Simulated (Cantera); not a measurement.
An adiabatic, constant-pressure homogeneous reactor starts with CH3OH : O2 : N2 = 1 : 3.41 : 12.8 (molar parts), equivalence ratio 0.44, at 1325 K and 0.320 bar.

Detailed kinetics in Cantera: GRI-Mech 3.0 (53 species, 325 reactions). GRI-Mech 3.0 was tuned for natural gas; its chemistry of methanol as a main component is partial and can be far from experiment.

One state of this run: T (K) = 2241; x CH3OH = <1e-12; x O2 = 0.106; x HO2 = 3.16e-6; x C2H2 = <1e-12; x C2H4 = <1e-12; x O = 0.00202. x: mole fraction; the columns are a selection and need not sum to one.

Which value of t (s) does it belong to?
A. 0.000502
B. 0.0502
C. 1.26e-5
D. 0.00796

B, 0.0502
